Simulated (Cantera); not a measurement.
Input (Python, Cantera):

```python
import numpy as np
import cantera as ct

gas = ct.Solution("h2o2.yaml")


def delay(T, t_max=10):
    gas.TPX = T, 90000, {'H2': 1, 'O2': 0.5, 'N2': 1.88, 'H2O': 0.28}
    reactor = ct.IdealGasConstPressureReactor(gas, clone=False)
    net = ct.ReactorNet([reactor])
    net.rtol, net.atol = 1e-8, 1e-16
    while net.time < t_max:
        t_old, T_old = net.time, reactor.T
        net.step()
        if reactor.T > T + 400:  # ignition: a rise of 400 K
            return t_old + (T + 400 - T_old) / (reactor.T - T_old) * (net.time - t_old)
    return np.nan


taus = []
for T in [1298, 1348, 1398, 1448, 1498, 1548, 1598, 1648]:
    taus.append(delay(T))
    print(f"T0 = {T:6g} K   tau = {taus[-1]:.4e} s")

# d ln(tau) / d ln(k), from doubling and halving each rate constant
T, sens = 1548, []
for i in range(gas.n_reactions):
    gas.set_multiplier(2.0, i)
    up = delay(T)
    gas.set_multiplier(0.5, i)
    down = delay(T)
    gas.set_multiplier(1.0, i)
    sens.append((np.log(up / down) / np.log(4.0), gas.reaction(i).equation))
sens.sort(key=lambda x: -abs(x[0]))
print(f"sensitivities at {T} K")
for s, eq in sens[:10]:
    print(f"{s:8.3f}  {eq}")
```

Result:

```
T0 =   1298 K   tau = 3.8083e-05 s
T0 =   1348 K   tau = 3.1968e-05 s
T0 =   1398 K   tau = 2.7749e-05 s
T0 =   1448 K   tau = 2.4819e-05 s
T0 =   1498 K   tau = 2.2806e-05 s
T0 =   1548 K   tau = 2.1475e-05 s
T0 =   1598 K   tau = 2.0668e-05 s
T0 =   1648 K   tau = 2.0275e-05 s
sensitivities at 1548 K
  -0.394  H + O2 <=> O + OH
  -0.163  H + O2 + H2O <=> HO2 + H2O
  -0.101  H + OH + M <=> H2O + M
  -0.100  H2 + O <=> H + OH
  -0.061  H2 + OH <=> H + H2O
  -0.046  2 H + H2O <=> H2 + H2O
  -0.045  H + HO2 <=> H2 + O2
  -0.028  H + O2 + N2 <=> HO2 + N2
  -0.021  H + O2 + M <=> HO2 + M
  -0.016  2 H + M <=> H2 + M
```

Computed with Cantera and the H2/O2 subset of GRI-Mech 3.0, which has no nitrogen chemistry. Where the delays flatten at high temperature, the 400 K rule measures the pace of heat release, not the induction time.
